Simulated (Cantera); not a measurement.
## Oxide etching and cleaning by halides: B2O3 + Cl2 + H2

Feed: 1 mol B2O3, a varied amount of Cl2, 3.5 mol H2, held at 38.0 Pa.

Method: chemical equilibrium by Gibbs-energy minimisation in Cantera with the NASA 1993 tables (ideal gas, pure condensed phases). Candidate condensed phases: B, B2O3, B3O3H3, H2O; 33 gas species. The tables' values for BCl2 are old estimates. Rates play no part.

Problem. Map the stable condensed phases over T = 1498, 1523, 1548, 1573, 1598, 1623, 1648, 1673, 1698 K and n(Cl2) in mol = 0.51, 0.75, 1.1, 1.6, 2.4, 3.4, 5, 7.4, 11, 16, 23.

Solution. 
```
T in K \ n(Cl2) in mol
         0.51 0.75  1.1  1.6  2.4  3.4    5  7.4   11   16   23
   1698     A    A    A    A    A    A    A    A    A    A    A
   1673     A    A    A    A    A    A    A    A    A    A    A
   1648     A    A    A    A    A    A    A    A    A    A    A
   1623     A    A    A    A    A    A    A    A    A    A    A
   1598     A    A    A    A    A    A    A    A    A    A    A
   1573     A    A    A    A    A    A    A    A    A    A    A
   1548     A    A    A    A    A    A    A    A    A    A    A
   1523     B    B    B    B    B    A    A    A    A    A    A
   1498     B    B    B    B    B    B    B    A    A    A    A
```
A: gas only; B: B2O3.
